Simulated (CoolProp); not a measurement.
Vapour-liquid equilibrium of cyclohexane (1) + n-heptane (2) at 0.892 MPa; x and y are mole fractions of (1).

Values from CoolProp's multi-fluid Helmholtz-energy mixture model, Zhou 2014 and Span 2003; pair parameters Bell 2016.

| x | bubble temperature, mixture model (°C) | bubble temperature, Raoult's law (°C) | y, mixture model | y, Raoult's law |
|---|---|---|---|---|
| 0.05 | 193.5 | 193.5 | 0.063 | 0.068 |
| 0.2 | 190.3 | 190.3 | (withheld) | 0.258 |
| 0.35 | (withheld) | 187.3 | 0.410 | 0.429 |
| 0.5 | 184.2 | 184.4 | 0.565 | 0.584 |
| 0.65 | 181.4 | 181.6 | (withheld) | 0.723 |
| 0.8 | 178.7 | 178.9 | 0.838 | 0.850 |
| 0.95 | (withheld) | 176.3 | 0.961 | 0.964 |

Q: What belongs in the gaps?

A: 
- 0.2, y, mixture model: 0.243
- 0.35, bubble temperature, mixture model (°C): 187.2
- 0.65, y, mixture model: 0.707
- 0.95, bubble temperature, mixture model (°C): 176.2

The largest gap from Raoult's law is -0.2 K in bubble temperature, at x = 0.65. No azeotrope shows between x = 0.05 and 0.95.

Pair parameters are fitted to limited data, so mixtures are less certain than the pure fluids.
